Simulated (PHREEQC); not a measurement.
Reverse-osmosis permeate: an equilibrium model

Synthetic water in mg/kgw, 25 °C, pH 6, pe 12.7:

```
constituent         mg/kgw
------------------  ------
Na                  0.0903
K                   0.0177
Ca                    1.55
Mg                    0.91
Cl                   0.673
S(6) as SO4           2.72
Alkalinity as HCO3    4.81
B                   0.0251
```

Na is adjusted to close the charge balance.
Valence states are taken as typed.

Model: ion-association model, phreeqc.dat, run in PHREEQC.

```yaml
ionic_strength: 0.000258 mol/kgw
```

```tsv
species	molality	activity	log γ
CO2	0.000176	0.000176	0.000
HCO3-	7.98e-5	7.83e-5	-0.008
Ca+2	3.85e-5	3.58e-5	-0.032
Mg+2	3.72e-5	3.46e-5	-0.032
SO4-2	2.79e-5	2.60e-5	-0.032
Cl-	1.90e-5	1.86e-5	-0.008
H3BO3	2.32e-6	2.32e-6	0.000
Na+	1.78e-6	1.75e-6	-0.008
H+	1.02e-6	1.00e-6	-0.008
K+	4.53e-7	4.44e-7	-0.008
```

Precipitation was switched off in this run. Species that the database lacks are ignored.
